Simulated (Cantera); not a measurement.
An isothermal, constant-pressure homogeneous reactor starts with NO : N2 = 1 : 1.3 (molar parts), at 1925 K and 1.00 atm. Integrator tolerance rtol = 1e-08.

Cantera simulation using GRI-Mech 3.0 (53 species, 325 reactions); the numbers are that mechanism's predictions, not measurements.

Task: What does this change do: temperature 1925 to 1748 K?

Result: 
| quantity | before | after |
|---|---|---|
| x(NO) at 2.00 s | 0.145 (gas-phase equilibrium 0.00623) | 0.342 (gas-phase equilibrium 0.00351) |
| x(O2) at 2.00 s | 0.144 (gas-phase equilibrium 0.214) | 0.0461 (gas-phase equilibrium 0.216) |
| x(O) at 2.00 s | 0.000141 (gas-phase equilibrium 0.000170) | 1.65e-5 (gas-phase equilibrium 3.40e-5) |
| x(NO2) at 2.00 s | 0.000239 (gas-phase equilibrium 1.24e-5) | 0.000464 (gas-phase equilibrium 1.00e-5) |
| x(N2O) at 2.00 s | 9.25e-6 (gas-phase equilibrium 3.53e-7) | 4.68e-5 (gas-phase equilibrium 2.04e-7) |
| x(N2) at 2.00 s | 0.710 (gas-phase equilibrium 0.779) | 0.612 (gas-phase equilibrium 0.781) |

Task: What does this change do: pressure from 1.00 atm to 1.38 atm?

Result: 
```json
[
 {"quantity": "x(NO) at 2.00 s", "before": "0.145 (gas-phase equilibrium 0.00623)", "after": "0.113 (gas-phase equilibrium 0.00623)"},
 {"quantity": "x(O2) at 2.00 s", "before": "0.144 (gas-phase equilibrium 0.214)", "after": "0.160 (gas-phase equilibrium 0.214)"},
 {"quantity": "x(O) at 2.00 s", "before": "0.000141 (gas-phase equilibrium 0.000170)", "after": "0.000126 (gas-phase equilibrium 0.000145)"},
 {"quantity": "x(NO2) at 2.00 s", "before": "0.000239 (gas-phase equilibrium 1.24e-5)", "after": "0.000231 (gas-phase equilibrium 1.46e-5)"},
 {"quantity": "x(N2O) at 2.00 s", "before": "9.25e-6 (gas-phase equilibrium 3.53e-7)", "after": "5.93e-6 (gas-phase equilibrium 4.15e-7)"},
 {"quantity": "x(N2) at 2.00 s", "before": "0.710 (gas-phase equilibrium 0.779)", "after": "0.726 (gas-phase equilibrium 0.779)"}
]
```

Task: What does this change do: temperature 1925 to 1650 K?

Result: 
| quantity | before | after |
|---|---|---|
| x(NO) at 2.00 s | 0.145 (gas-phase equilibrium 0.00623) | 0.396 (gas-phase equilibrium 0.00242) |
| x(O2) at 2.00 s | 0.144 (gas-phase equilibrium 0.214) | 0.0188 (gas-phase equilibrium 0.216) |
| x(O) at 2.00 s | 0.000141 (gas-phase equilibrium 0.000170) | 3.92e-6 (gas-phase equilibrium 1.20e-5) |
| x(NO2) at 2.00 s | 0.000239 (gas-phase equilibrium 1.24e-5) | 0.000450 (gas-phase equilibrium 8.72e-6) |
| x(N2O) at 2.00 s | 9.25e-6 (gas-phase equilibrium 3.53e-7) | 5.94e-5 (gas-phase equilibrium 1.43e-7) |
| x(N2) at 2.00 s | 0.710 (gas-phase equilibrium 0.779) | 0.584 (gas-phase equilibrium 0.781) |
